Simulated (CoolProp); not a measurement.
Saturation properties of the fluoroketone C6F12O (FK-5-1-12).

The numbers come from the reference Helmholtz-energy equation of state, McLinden 2015 in CoolProp.

```tsv
T (K)	p (bar)	liquid density (kg/m³)	vapour density (kg/m³)	enthalpy of vaporisation (kJ/kg)	liquid cp (kJ/(kg K))
254.7	0.04317	1727	0.6484	106.5	1.089
265.6	0.08261	1697	1.195	103.6	1.090
276.5	0.1482	1666	2.071	100.7	1.092
287.4	0.2515	1634	3.407	97.77	1.096
298.3	0.4066	1602	5.362	94.80	1.102
309.2	0.6302	1568	8.121	91.74	1.110
320.1	?	1534	11.91	?	1.120
330.9	1.357	1498	16.93	85.30	1.131
341.8	1.909	1460	23.60	81.82	?
352.7	2.618	1421	32.28	78.12	1.160
363.6	3.513	1378	43.46	74.15	1.179
374.5	4.623	1333	57.82	69.82	1.202
```

Q: Some entries are withheld; supply them.

A: 
- 320.1, p (bar): 0.9414
- 320.1, enthalpy of vaporisation (kJ/kg): 88.57
- 341.8, liquid cp (kJ/(kg K)): 1.144

It boils at 322.2 K under 1 atm.
